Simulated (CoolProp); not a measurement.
The fluoroketone C6F12O (FK-5-1-12) at 371.31 K and 0.732 MPa is throttled through a valve to 0.415 MPa with no heat exchange. Each further row changes one setting.

Computed with CoolProp (reference Helmholtz-energy equation of state, McLinden 2015).

```csv
case,temperature change (K),final phase,final density (kg/m³)
as stated,(withheld),(withheld),913
outlet pressure 0.124 MPa,-43.2,(withheld),(withheld)
outlet pressure 0.539 MPa,-0.0,liquid,(withheld)
```

**Question.** Some entries are withheld; supply them.

**Answer.** 
- as stated, temperature change (K): -1.2
- as stated, final phase: two-phase, vapour fraction 0.019
- outlet pressure 0.124 MPa, final phase: two-phase, vapour fraction 0.579
- outlet pressure 0.124 MPa, final density (kg/m³): 26.6
- outlet pressure 0.539 MPa, final density (kg/m³): 1350
